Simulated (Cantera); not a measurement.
A jet of 3.49 % CH₄, 7.55 % O₂, 89.0 % N₂, equivalence ratio 0.93 at 300 K and 0.0642 atm hits a platinum plate 2.1 cm away at a mass flux of 0.13 kg/m²/s; the plate temperature is set and raised in steps from an oxygen-covered start.

Cantera simulation using Deutschmann's 1995 Pt surface mechanism with GRI-Mech 3.0 gas chemistry; the numbers are that mechanism's predictions, not measurements. Catalytic surfaces can have several steady states; this one follows from the mechanism file's or the stated starting coverage.

One state of this run: wall x CH₄ = 0.0272; wall x O₂ = 0.0590; wall x H₂O = 0.0145; wall x OH = 2.45e-8; wall x CO = 1.19e-5; wall x CO₂ = 0.00944; θ free Pt = 0.257; θ O* = 0.742. x: mole fraction at the wall; θ: surface coverage.

Which value of plate T (K) does it belong to?
A) 1050
B) 950
C) 850
D) 900

D, 900
